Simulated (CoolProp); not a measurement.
Properties of hydrogen chloride along the isobar 3.08 bar (Tc = 324.7 K, pc = 83.14 bar, ω = 0.130).

Values from CoolProp's reference Helmholtz-energy equation of state, Thol 2018.

```csv
T (K),phase,density (kg/m³),cv (kJ/(kg K)),Joule-Thomson coefficient (K/MPa),isothermal compressibility (1/MPa),expansivity (1/kK),fugacity coefficient
196.4,liquid,1165,1.026,-0.2942,0.001261,2.187,0.4953
201.9,liquid,1150,1.014,-0.2828,0.001363,2.260,0.6468
207.4,liquid,1136,1.003,-0.2697,0.001479,2.341,0.8304
212.9,gas,6.746,0.6349,37.87,3.466,5.830,0.9439
218.3,gas,6.541,0.6298,35.41,3.444,___,0.9487
223.8,gas,6.348,0.6249,33.11,3.424,5.330,0.9530
229.3,gas,6.169,___,31.01,3.407,5.117,0.9568
234.8,gas,6.001,0.6158,29.10,3.393,4.925,0.9603
240.3,gas,5.843,0.6118,27.34,3.380,4.751,0.9633
245.8,gas,5.695,___,25.73,3.369,4.592,0.9660
251.3,gas,5.555,0.6046,24.26,3.359,4.446,0.9685
256.8,gas,5.423,0.6015,22.90,3.350,4.312,0.9707
262.3,gas,5.298,0.5986,21.66,3.343,4.188,0.9727
267.8,gas,5.179,0.5960,20.52,3.336,4.073,0.9745
```

Problem. Fill in the missing entries.

Solution. 
- 218.3, expansivity (1/kK): 5.568
- 229.3, cv (kJ/(kg K)): 0.6202
- 245.8, cv (kJ/(kg K)): 0.6081
